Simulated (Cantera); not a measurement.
A Cantera script and its output.

```python
import numpy as np
import cantera as ct

gas = ct.Solution("gri30.yaml", transport_model="mixture-averaged")
show = ['N2', 'O', 'CH3']

rows = []
print(f"{'T/K':>7s}{'rho':>11s}{'cp':>10s}{'mu':>11s}{'lambda':>11s}{'Pr':>7s}" + "".join(f"{'D_' + s:>11s}" for s in show))
for T in [400, 550, 700, 850, 1000, 1150, 1300, 1450, 1600]:
    gas.TPX = T, 520, {'CH4': 0.68, 'H2': 0.26, 'H2O': 0.64, 'C2H4': 0.69}
    Pr = gas.cp_mass * gas.viscosity / gas.thermal_conductivity
    D = [gas.mix_diff_coeffs_mole[gas.species_index(s)] for s in show]
    rows.append([gas.density, gas.cp_mass, gas.viscosity, gas.thermal_conductivity, Pr, *D])
    print(f"{T:7g}{gas.density:11.4e}{gas.cp_mass:10.1f}{gas.viscosity:11.4e}"
          f"{gas.thermal_conductivity:11.4e}{Pr:7.3f}" + "".join(f"{d:11.4e}" for d in D))
print("SI units: kg/m3, J/kg/K, Pa s, W/m/K, m2/s")
```

Output:

```
    T/K        rho        cp         mu     lambda     Pr       D_N2        D_O      D_CH3
    400 2.9150e-03    2207.6 1.4018e-05 5.2717e-02  0.587 7.1661e-03 1.1050e-02 7.5031e-03
    550 2.1200e-03    2606.6 1.8629e-05 7.7857e-02  0.624 1.2646e-02 1.9358e-02 1.3354e-02
    700 1.6657e-03    2963.7 2.2862e-05 1.0463e-01  0.648 1.9252e-02 2.9346e-02 2.0435e-02
    850 1.3717e-03    3255.3 2.6792e-05 1.3221e-01  0.660 2.6875e-02 4.0856e-02 2.8621e-02
   1000 1.1660e-03    3526.9 3.0472e-05 1.6009e-01  0.671 3.5441e-02 5.3779e-02 3.7826e-02
   1150 1.0139e-03    3752.2 3.3945e-05 1.8789e-01  0.678 4.4889e-02 6.8031e-02 4.7984e-02
   1300 8.9691e-04    3945.5 3.7243e-05 2.1539e-01  0.682 5.5176e-02 8.3545e-02 5.9045e-02
   1450 8.0413e-04    4111.1 4.0390e-05 2.4244e-01  0.685 6.6264e-02 1.0027e-01 7.0968e-02
   1600 7.2874e-04    4252.6 4.3407e-05 2.6893e-01  0.686 7.8122e-02 1.1815e-01 8.3718e-02
SI units: kg/m3, J/kg/K, Pa s, W/m/K, m2/s
```

Detailed kinetics in Cantera: GRI-Mech 3.0 (53 species, 325 reactions). Polar gases are described roughly by these parameters. The composition is frozen, though it would react at the higher temperatures.
